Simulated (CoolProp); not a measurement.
Vapour-liquid equilibrium of fluoroethane (R161) (1) + R227EA (2) at 239.3 K; x and y are mole fractions of (1).

Model: multi-fluid Helmholtz-energy mixture model, Wu 2012 and Lemmon 2016; pair parameters Bell 2016, in CoolProp.

| x | bubble pressure, mixture model (bar) | bubble pressure, Raoult's law (bar) | y, mixture model | y, Raoult's law |
|---|---|---|---|---|
| 0.05 | 0.4495 | 0.4824 | 0.063 | 0.124 |
| 0.15 | 0.4739 | 0.5577 | 0.222 | 0.322 |
| 0.25 | 0.5206 | 0.6330 | 0.398 | 0.473 |
| 0.35 | 0.5882 | 0.7083 | 0.560 | 0.592 |
| 0.45 | 0.6720 | 0.7835 | 0.691 | 0.688 |
| 0.55 | 0.7656 | 0.8588 | 0.790 | 0.767 |
| 0.65 | 0.8635 | 0.9341 | 0.862 | 0.833 |
| 0.75 | 0.9615 | 1.009 | 0.915 | 0.890 |
| 0.85 | 1.057 | 1.085 | 0.955 | 0.938 |
| 0.95 | 1.151 | 1.160 | 0.986 | 0.981 |

The largest gap from Raoult's law is -17.8 % in bubble pressure, at x = 0.25. No azeotrope shows between x = 0.05 and 0.95.

The pair parameters rest on a limited set of measurements; away from them the model extrapolates.
